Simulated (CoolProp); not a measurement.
Vapour-liquid equilibrium of n-hexane (1) + hexamethyldisiloxane (MM) (2) at 0.000851 MPa; x and y are mole fractions of (1).

Values from CoolProp's multi-fluid Helmholtz-energy mixture model, Thol 2019 and Thol 2016; pair parameters Bell 2016.

```json
[
 {"x": "0.05", "bubble temperature, mixture model (K)": "263.7", "bubble temperature, Raoult's law (K)": "263.4", "y, mixture model": "0.187", "y, Raoult's law": "0.206"},
 {"x": "0.2", "bubble temperature, mixture model (K)": "258.4", "bubble temperature, Raoult's law (K)": "257.2", "y, mixture model": "0.528", "y, Raoult's law": "0.568"},
 {"x": "0.35", "bubble temperature, mixture model (K)": "254.2", "bubble temperature, Raoult's law (K)": "252.7", "y, mixture model": "0.718", "y, Raoult's law": "0.749"},
 {"x": "0.5", "bubble temperature, mixture model (K)": "?", "bubble temperature, Raoult's law (K)": "249.3", "y, mixture model": "?", "y, Raoult's law": "0.852"},
 {"x": "0.65", "bubble temperature, mixture model (K)": "?", "bubble temperature, Raoult's law (K)": "246.5", "y, mixture model": "0.918", "y, Raoult's law": "0.917"},
 {"x": "0.8", "bubble temperature, mixture model (K)": "?", "bubble temperature, Raoult's law (K)": "244.1", "y, mixture model": "?", "y, Raoult's law": "0.961"},
 {"x": "0.95", "bubble temperature, mixture model (K)": "242.2", "bubble temperature, Raoult's law (K)": "242.2", "y, mixture model": "?", "y, Raoult's law": "0.992"}
]
```

### Question
What belongs in the gaps?

### Answer

- 0.5, bubble temperature, mixture model (K): 250.6
- 0.5, y, mixture model: 0.839
- 0.65, bubble temperature, mixture model (K): 247.4
- 0.8, bubble temperature, mixture model (K): 244.6
- 0.8, y, mixture model: 0.967
- 0.95, y, mixture model: 0.994

The largest gap from Raoult's law is +1.5 K in bubble temperature, at x = 0.35. No azeotrope shows between x = 0.05 and 0.95.

The pair parameters rest on a limited set of measurements; away from them the model extrapolates.
